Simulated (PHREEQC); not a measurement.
0.077 g of hydrous ferric oxide (600 m²/g; 0.2 weak and 0.005 strong sites per Fe, Dzombak-Morel constants, diffuse double layer) in 1 kg of water with 0.01 mol/kgw of an inert sodium salt and 0.0016 mmol/kgw SrCl2 and 0.29 mmol/kgw NiCl2, at 25 °C; the pH is set by adding NaOH or the inert anion's acid. Oxygen is held at 0.21 atm. The system is closed to CO2. No solid was allowed to form.

The series has 13 steps of pH, from 3 to 11.

Computed with PHREEQC (ion-association model, wateq4f.dat).

Question: At which pH does the surface charge pass through zero?

Answer: Near pH 10.8.

Along this series the solution becomes supersaturated in solids that the run did not let form, among them Ni(OH)2. Species that the database lacks are ignored. The oxide is taken as insoluble; below pH 4 it would dissolve.
